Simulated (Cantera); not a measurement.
## Equilibrium for silicon oxide and oxynitride deposition: Si2H6 + CO2 + H2

A closed system holds: 1 mol Si2H6, 22 mol CO2, 0.81 mol H2, held at 1848 K and 0.250 bar.

Cantera equilibrium calculation (NASA polynomials, part measured and part estimated; ideal gas, pure solids and liquids). Candidate condensed phases: C, C6H6, C7H8, C8H18, H2O, Si, SiC, SiO2; 123 gas species. The feed counts by its element totals alone. The tables hold silica as quartz up to 1696 K and as liquid above; real silica turns to tridymite and cristobalite and melts near 1996 K. Gases not in the tables: Si(OH)4. The numbers say what is thermodynamically allowed, not how fast it happens.

```yaml
x(CO2): 0.566
x(CO): 0.286
x(H2O): 0.131
x(H2): 0.0165
x(H): 0.000136
x(OH): 7.95e-5
x(SiO): 2.75e-6
x(O2): 1.75e-6
n(SiO2(condensed)): 2.00 mol
gas_amount: 25.81 mol
log10 activity of C(graphite) (absent): -5.69
log10 activity of Si(l) (absent): -10.04
```
